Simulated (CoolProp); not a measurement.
Vapour-liquid equilibrium of propane (1) + isobutane (2) at 266.4 K; x and y are mole fractions of (1).

Computed with CoolProp (multi-fluid Helmholtz-energy mixture model, Lemmon 2009 and Bücker 2006; pair parameters Kunz 2012).

| x | bubble pressure (MPa) | y at the bubble point | dew pressure at overall composition x (MPa) | liquid density (mol/L) |
|---|---|---|---|---|
| 0.05 | ___ | 0.134 | 0.1272 | 10.21 |
| 0.15 | 0.1603 | 0.338 | 0.1371 | 10.39 |
| 0.25 | 0.1850 | ___ | 0.1486 | 10.58 |
| 0.35 | 0.2098 | 0.604 | 0.1620 | 10.77 |
| 0.45 | 0.2349 | ___ | 0.1781 | 10.97 |
| 0.55 | 0.2606 | 0.775 | 0.1975 | 11.18 |
| 0.65 | 0.2869 | 0.840 | 0.2215 | 11.39 |
| 0.75 | 0.3140 | 0.895 | 0.2518 | 11.61 |
| 0.85 | 0.3416 | 0.942 | 0.2916 | 11.84 |
| 0.95 | 0.3697 | 0.982 | 0.3468 | 12.07 |

Q: Some entries are withheld; supply them.

A: 
- 0.05, bubble pressure (MPa): 0.1354
- 0.25, y at the bubble point: 0.488
- 0.45, y at the bubble point: 0.697

No azeotrope shows between x = 0.05 and 0.95.

The pair parameters rest on a limited set of measurements; away from them the model extrapolates.
